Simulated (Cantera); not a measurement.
## Carbon deposition, reforming and gasification: C2H5OH + CO2 + H2

Feed: 1 mol C2H5OH, a varied amount of CO2, 0.8 mol H2, equilibrated at 3.90 bar.

These are equilibrium values from Cantera (NASA tables, ideal gas, pure condensed phases), not measurements of a reactor. Candidate condensed phases: C, C6H6, C7H8, C8H18, H2O; 110 gas species. Kinetics and transport are ignored.

Stable condensed phases:

```
T in °C \ n(CO2) in mol
         0.55 0.66  0.8 0.97  1.2  1.4  1.7  2.1  2.5    3
    975     A    A    A    A    B    B    B    B    B    B
    925     A    A    A    A    B    B    B    B    B    B
    875     A    A    A    A    A    B    B    B    B    B
    825     A    A    A    A    A    A    A    B    B    B
    775     A    A    A    A    A    A    A    A    A    B
    725     A    A    A    A    A    A    A    A    A    A
    675     A    A    A    A    A    A    A    A    A    A
    625     A    A    A    A    A    A    A    A    A    A
    575     A    A    A    A    A    A    A    A    A    A
    525     A    A    A    A    A    A    A    A    A    A
    475     A    A    A    A    A    A    A    A    A    A
    425     A    A    A    A    A    A    A    A    A    A
```

A: C; B: gas only.
